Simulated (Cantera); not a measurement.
Input: 1 mol Si, 3.9 mol H₂, 2.4 mol Cl₂, at 625 °C and 9.30 bar.

Cantera equilibrium calculation (NASA polynomials, part measured and part estimated; ideal gas, pure solids and liquids). Equilibrium is a limit: real reactors are often held back by kinetics, nucleation or transport.

```
species   before     after
-------  -------  --------
H₂         0.658     0.646
SiCl₄      0.186     0.174
HCl        0.153     0.165
SiHCl₃   0.00223    0.0137
SiCl₂    3.42e-9   1.63e-5
SiCl₃    3.63e-6  0.000508
SiH₂Cl₂  2.52e-6  0.000134
```
Gas species are given as mole fractions.

**Question.** Which change was made?
(A) temperature from 625 °C to 675 °C
(B) temperature from 625 °C to 875 °C
(C) Cl₂ from 2.4 to 0.69 mol
(D) Cl₂ from 2.4 to 0.5 mol

**Answer.** B, temperature from 625 °C to 875 °C. The tables' values for SiCl₃ are old estimates; treat these amounts as uncertain
